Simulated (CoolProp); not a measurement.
Vapour-liquid equilibrium of benzene (1) + o-xylene (2) at 347.5 K; x and y are mole fractions of (1).

Model: multi-fluid Helmholtz-energy mixture model, Thol 2012 and Zhou 2012; pair parameters Bell 2016, in CoolProp.

Q: Give the bubble pressure and the first vapour's composition at x = 0.2, 0.8, 0.95. Is there an azeotrope?

A: x = 0.2: 0.02507 MPa, y = 0.682; x = 0.8: 0.07180 MPa, y = 0.967; x = 0.95: 0.08124 MPa, y = 0.991. No azeotrope shows between x = 0.05 and 0.95.

The pair parameters rest on a limited set of measurements; away from them the model extrapolates. The gap from Raoult's law changes sign with composition, which may be real or a fault of the pair parameters; it wasn't checked against measurements.
